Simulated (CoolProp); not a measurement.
Vapour-liquid equilibrium of carbon dioxide (1) + R152A (2) at 0.801 MPa; x and y are mole fractions of (1).

Values from CoolProp's multi-fluid Helmholtz-energy mixture model, Span 1996 and Outcalt 1996; pair parameters Bell 2016.

Question: Give the bubble temperature and the first vapour's composition at x = 0.125, 0.35, 0.95. Is there an azeotrope?

Answer: x = 0.125: 9.7 °C, y = 0.556; x = 0.35: -17.1 °C, y = 0.866; x = 0.95: -44.6 °C, y = 0.996. No azeotrope shows between x = 0.05 and 0.95.

The pair parameters rest on a limited set of measurements; away from them the model extrapolates.
